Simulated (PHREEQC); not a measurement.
# Copper plating or etch bath

Make-up at 63 °C: 0.0011 mol/kgw Cu(BF4)2, 0.0042 mol/kgw HNO3 and 0.00047 mol/kgw FeCl3. Closed to the air; pH follows from the charge balance.

Computed with PHREEQC (ion-association model, phreeqc.dat).

No solid was allowed to form.

**Question.** Predict the pH, ionic strength.

**Answer.** pH 2.42; ionic strength 0.00775 mol/kgw.

**Question.** In which forms is B present?

**Answer.** H3BO3 73 %, BF4- 20 %, BF2(OH)2- 3.3 %, BF3OH- 3.2 % of the B.

Saturation is exceeded, for instance for Hematite (slow to form), Goethite (slow to form); the values hold only as long as no solid forms. At this temperature some constants are extrapolated from 25 °C, and those without enthalpy data are left unchanged. Real BF4- forms and hydrolyses slowly; the run takes it at equilibrium. Fluoro complexes past AlF4- and FeF3 are missing from the database.
